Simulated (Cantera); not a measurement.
Feed: 1 mol HCl, 4.7 mol H2O, 0.12 mol O2, at 13.3 mbar.

Cantera equilibrium calculation (NASA polynomials, part measured and part estimated; ideal gas, pure solids and liquids). Candidate condensed phases: H2O; 14 gas species. Rates play no part.

Question: At 975 °C, list the 6 most abundant gas species with their mole fractions, and the condensed phases.

Answer: H2O 0.808, HCl 0.171, O2 0.0205, Cl 0.000465, Cl2 4.92e-5, OH 2.62e-5. Condensed: gas only.
